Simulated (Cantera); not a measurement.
## C₃H₆ + NH₃ (carbon deposition, reforming and gasification)

Input: 1 mol C₃H₆, 1.7 mol NH₃, at 2050 K.

Method: chemical equilibrium by Gibbs-energy minimisation in Cantera with the NASA 1993 tables (ideal gas, pure condensed phases). Candidate condensed phases: C, C₆H₆, C₇H₈, C₈H₁₈; 92 gas species. The ideal-gas law is rough above about 30 bar. The numbers say what is thermodynamically allowed, not how fast it happens.

| P (Pa) | x H₂ | x H | x N₂ | x CH₄ | x HCN | x C₂H₂ (acetylene) | n C(graphite) |
|---|---|---|---|---|---|---|---|
| 10 | 0.688 | 0.188 | 0.118 | 1.77e-8 | 0.00508 | 0.000731 | 2.95 |
| 160 | 0.815 | 0.0512 | 0.126 | 3.97e-7 | 0.00573 | 0.000866 | 2.95 |
| 2500 | 0.851 | 0.0132 | 0.129 | 6.75e-6 | 0.00591 | 0.000903 | 2.95 |
| 40000 | 0.860 | 0.00333 | 0.129 | 0.000110 | 0.00596 | 0.000913 | 2.95 |
| 630000 | 0.860 | 0.000838 | 0.130 | 0.00174 | 0.00597 | 0.000913 | 2.94 |
| 10000000 | 0.833 | 0.000207 | 0.133 | 0.0259 | 0.00594 | 0.000884 | 2.78 |
x: gas mole fraction; n: condensed amount in mol.

From 0.0750 Torr to 75000 Torr the condensed part is C(graphite). The main C-bearing gas is HCN at 0.0750 Torr and CH₄ at 75000 Torr. The share of C in condensed phases is highest at 0.0750 Torr (98.4 %) and lowest at 75000 Torr (92.7 %).
